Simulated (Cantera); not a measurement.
A closed system holds: 1 mol Nb, 1.9 mol O₂, held at 2.80 Pa.

Cantera equilibrium calculation (NASA polynomials, part measured and part estimated; ideal gas, pure solids and liquids). Candidate condensed phases: Nb, NbO, NbO₂, Nb₂O₅; 6 gas species. Condensed phases not in the tables: the oxides between NbO₂ and Nb₂O₅. Equilibrium is a limit: real reactors are often held back by kinetics, nucleation or transport.

Q: At 1700 K, list the 3 most abundant gas species with their mole fractions, and the condensed phases.

A: O₂ 0.992, O 0.00841, NbO₂ 1.15e-5. Condensed: Nb₂O₅(s).
